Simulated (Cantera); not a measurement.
What does this Cantera script print?

```python
import numpy as np
import cantera as ct

gas = ct.Solution("gri30.yaml", transport_model="multicomponent")
show = ['CO2', 'H', 'O']

rows = []
print(f"{'T/K':>7s}{'rho':>11s}{'cp':>10s}{'mu':>11s}{'lambda':>11s}{'Pr':>7s}" + "".join(f"{'D_' + s:>11s}" for s in show))
for T in [400, 500, 600, 700, 800, 900]:
    gas.TPX = T, 160, {'H2': 0.14, 'CH4': 0.79, 'H2O': 0.82, 'C2H6': 0.3}
    Pr = gas.cp_mass * gas.viscosity / gas.thermal_conductivity
    D = [gas.mix_diff_coeffs_mole[gas.species_index(s)] for s in show]
    rows.append([gas.density, gas.cp_mass, gas.viscosity, gas.thermal_conductivity, Pr, *D])
    print(f"{T:7g}{gas.density:11.4e}{gas.cp_mass:10.1f}{gas.viscosity:11.4e}"
          f"{gas.thermal_conductivity:11.4e}{Pr:7.3f}" + "".join(f"{d:11.4e}" for d in D))
print("SI units: kg/m3, J/kg/K, Pa s, W/m/K, m2/s")
```

It prints:

```
    T/K        rho        cp         mu     lambda     Pr      D_CO2        D_H        D_O
    400 8.6243e-04    2279.3 1.3895e-05 4.9832e-02  0.636 1.7784e-02 1.2550e-01 3.6536e-02
    500 6.8994e-04    2531.5 1.7003e-05 6.6285e-02  0.649 2.7073e-02 1.8826e-01 5.4232e-02
    600 5.7495e-04    2785.0 1.9958e-05 8.3949e-02  0.662 3.7886e-02 2.6052e-01 7.4496e-02
    700 4.9282e-04    3021.5 2.2779e-05 1.0229e-01  0.673 5.0093e-02 3.4154e-01 9.7146e-02
    800 4.3121e-04    3234.3 2.5480e-05 1.2089e-01  0.682 6.3598e-02 4.3076e-01 1.2204e-01
    900 3.8330e-04    3428.3 2.8074e-05 1.3967e-01  0.689 7.8321e-02 5.2772e-01 1.4906e-01
SI units: kg/m3, J/kg/K, Pa s, W/m/K, m2/s
```

Detailed kinetics in Cantera: GRI-Mech 3.0 (53 species, 325 reactions). Polar gases are described roughly by these parameters.
